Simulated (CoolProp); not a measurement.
Vapour-liquid equilibrium of R113 (1) + n-hexane (2) at 0.11 MPa; x and y are mole fractions of (1).

Computed with CoolProp (multi-fluid Helmholtz-energy mixture model, Marx 1992 and Thol 2019; pair parameters Bell 2016).

| x | bubble temperature, mixture model (°C) | bubble temperature, Raoult's law (°C) | y, mixture model | y, Raoult's law |
|---|---|---|---|---|
| 0.05 | 69.1 | 69.9 | 0.111 | 0.091 |
| 0.125 | 66.1 | 67.9 | 0.248 | 0.215 |
| 0.2 | 63.6 | 65.9 | 0.358 | 0.326 |
| 0.275 | 61.5 | 64.1 | 0.450 | 0.424 |
| 0.35 | 59.7 | 62.3 | 0.528 | 0.512 |
| 0.425 | 58.1 | 60.6 | 0.596 | 0.592 |
| 0.5 | 56.7 | 59.1 | 0.658 | 0.663 |
| 0.575 | 55.4 | 57.5 | 0.714 | 0.728 |
| 0.65 | 54.3 | 56.1 | 0.766 | 0.787 |
| 0.725 | 53.2 | 54.7 | 0.817 | 0.840 |
| 0.8 | 52.3 | 53.4 | 0.866 | 0.889 |
| 0.875 | 51.4 | 52.1 | 0.916 | 0.934 |
| 0.95 | 50.6 | 50.9 | 0.966 | 0.975 |

The largest gap from Raoult's law is -2.6 K in bubble temperature, at x = 0.35. No azeotrope shows between x = 0.05 and 0.95.

Pair parameters are fitted to limited data, so mixtures are less certain than the pure fluids.
